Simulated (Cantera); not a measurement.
A perfectly stirred reactor is fed with CH3OH : O2 : N2 = 1 : 2.59 : 9.72 (molar parts), at 0.200 bar; it is adiabatic with a 575 K inlet, and is followed from long to short residence time, starting on the burning branch (τ in s: 0.13, 0.057, 0.025, 0.011, 0.005, 0.0022, 0.00098, 0.00043, 0.00019, 8.5e-05, 3.8e-05, 1.7e-05, 7.4e-06).

Model: GRI-Mech 3.0 (53 species, 325 reactions), integrated in Cantera. GRI-Mech 3.0 was tuned for natural gas; its chemistry of methanol as a main component is partial and can be far from experiment.

Task: What does this change do: pressure from 0.200 bar to 4.90 bar?

Result: 
| quantity | before | after |
|---|---|---|
| blow-out, bracketed by the residence times tried | burning at 0.980 ms, out at 0.430 ms | burning at 85.0 µs, out at 38.0 µs |
| x(CH3OH) at τ = 0.130 s | 3.43e-6 | 8.92e-7 |
| x(O2) at τ = 0.130 s | 0.0787 | 0.0787 |
| x(NO2) at τ = 0.130 s | 1.31e-8 | 2.26e-7 |
| x(HO2) at τ = 0.130 s | 2.06e-6 | 1.86e-6 |
| x(C2H6) at τ = 0.130 s | <1e-12 | <1e-12 |
| x(CH3OH) at τ = 0.980 ms | 0.000200 | 3.77e-5 |
| x(O2) at τ = 0.980 ms | 0.0873 | 0.0797 |
| x(NO2) at τ = 0.980 ms | 6.47e-10 | 6.04e-8 |
| x(HO2) at τ = 0.980 ms | 6.52e-5 | 2.05e-5 |
| x(C2H6) at τ = 0.980 ms | 2.79e-10 | 3.96e-12 |

Task: What does this change do: pressure from 0.200 bar to 1.00 bar?

Result: 
```tsv
quantity	before	after
blow-out, bracketed by the residence times tried	burning at 0.980 ms, out at 0.430 ms	burning at 0.190 ms, out at 85.0 µs
x(CH3OH) at τ = 0.130 s	3.43e-6	2.06e-6
x(O2) at τ = 0.130 s	0.0787	0.0786
x(NO2) at τ = 0.130 s	1.31e-8	7.59e-8
x(HO2) at τ = 0.130 s	2.06e-6	1.75e-6
x(C2H6) at τ = 0.130 s	<1e-12	<1e-12
x(CH3OH) at τ = 0.980 ms	0.000200	5.80e-5
x(O2) at τ = 0.980 ms	0.0873	0.0811
x(NO2) at τ = 0.980 ms	6.47e-10	6.66e-9
x(HO2) at τ = 0.980 ms	6.52e-5	2.91e-5
x(C2H6) at τ = 0.980 ms	2.79e-10	1.43e-11
```
